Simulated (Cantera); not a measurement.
A freely propagating, adiabatic, planar premixed flame of 29.6 % H2, 14.8 % O2, 55.6 % N2, equivalence ratio 1.0, unburnt at 300 K and 3.06 atm; mixture-averaged transport, grid criteria slope 0.08 and curve 0.16, no radiation.

Computed with Cantera and the H2/O2 subset of GRI-Mech 3.0, which has no nitrogen chemistry. The hydrogen kinetics of GRI-Mech 3.0 are dated; newer H2 mechanisms differ, most at raised pressure. Burning velocities carry a grid error of a few per cent, more on coarse grids.

Task: Predict: laminar burning velocity; thermal thickness; peak x(O); peak x(H); peak x(OH); peak x(H2O2).

Result: 
| Item | Result |
|---|---|
| laminar burning velocity | 214 cm/s |
| thermal thickness | 0.0856 mm |
| peak x(O) | 0.00689 |
| peak x(H) | 0.0258 |
| peak x(OH) | 0.0141 |
| peak x(H2O2) | 0.000162 |
